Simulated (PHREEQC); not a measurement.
**City or well water**

A made-up water analysis in mg/L, 25 °C, pH 6.41, pe 10.3:

```
constituent          mg/L
------------------  -----
Na                   3.24
K                    34.5
Ca                   18.7
Mg                   82.8
Cl                   94.6
S(6) as SO4          85.5
Alkalinity as HCO3    290
Sr                   24.7
Si as SiO2          0.392
```

Valence states are taken as typed.

All values are PHREEQC results (ion-association model, phreeqc.dat), not measurements.

No solid was allowed to form.

Q: What ionic strength does the model give?

A: ionic strength 0.0131 mol/kgw.

Q: In which forms is Mg present?

A: Mg+2 91 %, MgSO4 5.7 %, MgHCO3+ 3.2 % of the Mg.

Complexes and solids missing from the database can't appear.
